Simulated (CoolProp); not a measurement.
1-butene along the isotherm 460.2 K: fugacity coefficient from the reference equation and from simpler models built on Tc = 419.3 K, pc = 4.006 MPa, ω = 0.192; each cubic takes its own stable root.

Model: reference Helmholtz-energy equation of state, Lemmon 2005, in CoolProp. It is a short technical equation, of lower accuracy than the large ones.

| p (MPa) | phase | reference |
|---|---|---|
| 3.64 | gas | 0.7772 |
| 7.28 | supercritical | 0.5756 |
| 10.9 | supercritical | 0.4530 |
| 14.6 | supercritical | 0.3893 |
| 18.2 | supercritical | 0.3545 |
| 21.8 | supercritical | 0.3339 |
| 25.5 | supercritical | 0.3217 |
| 29.1 | supercritical | 0.3156 |
| 32.8 | supercritical | 0.3136 |
| 36.4 | supercritical | 0.3148 |
| 40.1 | supercritical | 0.3186 |

Task: How far does each simpler model (van der Waals, Redlich-Kwong, Soave-Redlich-Kwong, Peng-Robinson) lie from the reference over these 11 states: mean and median of the absolute difference, and the worst?

Result: 
- van der Waals: mean 16.9 %, median 16.0 %, worst +38.2 % at 460.2 K and 40.1 MPa
- Redlich-Kwong: mean 3.8 %, median 4.3 %, worst +6.7 % at 460.2 K and 40.1 MPa
- Soave-Redlich-Kwong: mean 8.9 %, median 10.1 %, worst +13.4 % at 460.2 K and 40.1 MPa
- Peng-Robinson: mean 1.6 %, median 1.7 %, worst -3.5 % at 460.2 K and 40.1 MPa
